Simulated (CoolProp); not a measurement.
Vapour-liquid equilibrium of acetone (1) + ethanol (2) at 0.00093 MPa; x and y are mole fractions of (1).

Values from CoolProp's multi-fluid Helmholtz-energy mixture model, Lemmon 2006 and Schroeder 2014; pair parameters Bell 2016.

```json
[
 {"x": "0.05", "bubble temperature (K)": "257.8", "y at the bubble point": "0.484", "dew temperature at overall composition x (K)": "265.0", "liquid density (mol/L)": "17.57"},
 {"x": "0.2", "bubble temperature (K)": "247.3", "y at the bubble point": "0.812", "dew temperature at overall composition x (K)": "262.9", "liquid density (mol/L)": "17.14"},
 {"x": "0.35", "bubble temperature (K)": "243.4", "y at the bubble point": "0.883", "dew temperature at overall composition x (K)": "260.4", "liquid density (mol/L)": "16.62"},
 {"x": "0.5", "bubble temperature (K)": "241.3", "y at the bubble point": "0.915", "dew temperature at overall composition x (K)": "257.4", "liquid density (mol/L)": "16.12"},
 {"x": "0.65", "bubble temperature (K)": "239.8", "y at the bubble point": "0.938", "dew temperature at overall composition x (K)": "253.5", "liquid density (mol/L)": "15.64"},
 {"x": "0.8", "bubble temperature (K)": "238.5", "y at the bubble point": "0.961", "dew temperature at overall composition x (K)": "247.9", "liquid density (mol/L)": "15.19"},
 {"x": "0.95", "bubble temperature (K)": "237.0", "y at the bubble point": "0.989", "dew temperature at overall composition x (K)": "239.1", "liquid density (mol/L)": "14.78"}
]
```

No azeotrope shows between x = 0.05 and 0.95.

Pair parameters are fitted to limited data, so mixtures are less certain than the pure fluids.
